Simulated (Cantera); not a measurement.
## Transport properties of process gases

Gas mixture: O₂ = 0.25 (molar parts), at 0.000158 atm, frozen composition.

Cantera's kinetic-theory transport with the Lennard-Jones parameters of GRI-Mech 3.0, ideal gas; thermal conductivity in the multicomponent form.

```json
[
 {"T (K)": "400", "ρ (kg/m³)": "0.000154", "cp (J/kg/K)": "941.4", "μ (µPa s)": "25.6", "λ (mW/m/K)": "33.9", "Pr": "0.712", "D (cm²/s) OH": "3370", "D (cm²/s) CH₃": "2400", "D (cm²/s) CO₂": "1670"},
 {"T (K)": "500", "ρ (kg/m³)": "0.000123", "cp (J/kg/K)": "971.4", "μ (µPa s)": "30.0", "λ (mW/m/K)": "41.1", "Pr": "0.711", "D (cm²/s) OH": "4940", "D (cm²/s) CH₃": "3540", "D (cm²/s) CO₂": "2490"},
 {"T (K)": "600", "ρ (kg/m³)": "0.000103", "cp (J/kg/K)": "1003", "μ (µPa s)": "34.1", "λ (mW/m/K)": "48.1", "Pr": "0.710", "D (cm²/s) OH": "6720", "D (cm²/s) CH₃": "4840", "D (cm²/s) CO₂": "3420"},
 {"T (K)": "700", "ρ (kg/m³)": "8.80e-5", "cp (J/kg/K)": "1031", "μ (µPa s)": "37.8", "λ (mW/m/K)": "54.9", "Pr": "0.710", "D (cm²/s) OH": "8720", "D (cm²/s) CH₃": "6290", "D (cm²/s) CO₂": "4470"},
 {"T (K)": "800", "ρ (kg/m³)": "7.70e-5", "cp (J/kg/K)": "1055", "μ (µPa s)": "41.4", "λ (mW/m/K)": "61.5", "Pr": "0.710", "D (cm²/s) OH": "10900", "D (cm²/s) CH₃": "7880", "D (cm²/s) CO₂": "5620"},
 {"T (K)": "900", "ρ (kg/m³)": "6.84e-5", "cp (J/kg/K)": "1074", "μ (µPa s)": "44.7", "λ (mW/m/K)": "67.7", "Pr": "0.709", "D (cm²/s) OH": "13300", "D (cm²/s) CH₃": "9610", "D (cm²/s) CO₂": "6870"},
 {"T (K)": "1000", "ρ (kg/m³)": "6.16e-5", "cp (J/kg/K)": "1090", "μ (µPa s)": "47.9", "λ (mW/m/K)": "73.7", "Pr": "0.709", "D (cm²/s) OH": "15800", "D (cm²/s) CH₃": "11500", "D (cm²/s) CO₂": "8210"},
 {"T (K)": "1100", "ρ (kg/m³)": "5.60e-5", "cp (J/kg/K)": "1103", "μ (µPa s)": "51.0", "λ (mW/m/K)": "79.4", "Pr": "0.709", "D (cm²/s) OH": "18500", "D (cm²/s) CH₃": "13500", "D (cm²/s) CO₂": "9640"},
 {"T (K)": "1200", "ρ (kg/m³)": "5.13e-5", "cp (J/kg/K)": "1114", "μ (µPa s)": "54.0", "λ (mW/m/K)": "84.9", "Pr": "0.708", "D (cm²/s) OH": "21400", "D (cm²/s) CH₃": "15600", "D (cm²/s) CO₂": "11200"}
]
```
D: mixture-averaged diffusion coefficient of that species in the mixture.
